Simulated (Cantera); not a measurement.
Gas-phase reforming

A perfectly stirred reactor is fed with 86.2 % CH₄, 13.8 % H₂O, at 3.95 atm; it is held at 2048 K, and followed from long to short residence time.

Cantera simulation using GRI-Mech 3.0 (53 species, 325 reactions); the numbers are that mechanism's predictions, not measurements. GRI-Mech 3.0 stops at C3 and has no aromatics, soot or wall deposition, so with more carbon than oxygen in the feed, carbon stays in small species such as C2H2 where larger ones or solid carbon would form.

```csv
τ (s),x CH₄,x H₂O,x CH₂O,x H₂,x HCO,x H
3.6,0.0124,9.91e-5,8.42e-8,0.739,8.66e-8,0.000969
1.9,0.0125,0.000186,8.46e-8,0.739,8.65e-8,0.000969
1.0,0.0128,0.000352,8.52e-8,0.738,8.63e-8,0.000969
0.55,0.0132,0.000636,8.64e-8,0.738,8.60e-8,0.000968
0.29,0.0140,0.00119,8.91e-8,0.737,8.54e-8,0.000967
0.16,0.0153,0.00213,9.43e-8,0.735,8.43e-8,0.000965
0.083,0.0176,0.00397,1.07e-7,0.732,8.23e-8,0.000961
0.045,0.0210,0.00694,1.34e-7,0.727,7.92e-8,0.000955
0.024,0.0262,0.0119,1.96e-7,0.720,7.46e-8,0.000946
0.013,0.0334,0.0190,3.22e-7,0.709,6.86e-8,0.000933
0.0068,0.0440,0.0291,5.82e-7,0.693,6.20e-8,0.000914
```
x: mole fraction; the columns are a selection and need not sum to one.
